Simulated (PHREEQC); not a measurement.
Solution (25 °C): 0.11 mol HCl and 0.011 mol ZnSO4 per kg of water. Closed to the air; pH follows from the charge balance.

Computed with PHREEQC (ion-association model, phreeqc.dat).

Precipitation was switched off in this run.

Task: Order these Zn species by the share of Zn that they hold, largest first: ZnCl+, ZnCl2, ZnSO4, Zn+2.

Result: Zn+2 (86 %), ZnCl+ (8.6 %), ZnSO4 (5.1 %), ZnCl2 (0.53 %)

Task: Order these S species by the share of S that they hold, largest first: Zn(SO4)2-2, ZnSO4, SO4-2, HSO4-.

Result: HSO4- (74 %), SO4-2 (21 %), ZnSO4 (5.1 %), Zn(SO4)2-2 (0.19 %)

The pH is 1.08 and the ionic strength 0.133 mol/kgw. Complexes and solids missing from the database can't appear.
